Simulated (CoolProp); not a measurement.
The fluid at 503.5 K and 1.22 MPa is throttled through a valve to 0.827 MPa with no heat exchange. The same conditions are run with several fluids, on thermodynamics alone (safety and materials aside).

Computed with CoolProp (reference Helmholtz-energy equation of state of each fluid (propylene: Lemmon 2013; water: Wagner 2002; dry air: Lemmon 2000; sulfur hexafluoride: Guder 2009; n-pentane: Thol 2019)). Blends and air are pseudo-pure fits.

Question: Rank propylene, water, dry air, sulfur hexafluoride, n-pentane by temperature change (K), highest first.

Answer: dry air (-0.2), sulfur hexafluoride (-0.9), propylene (-1.6), n-pentane (-2.8), water (-7.8)

```csv
fluid,final density (kg/m³)
propylene,8.52
water,3.75
dry air,5.71
sulfur hexafluoride,29.3
n-pentane,15.4
```
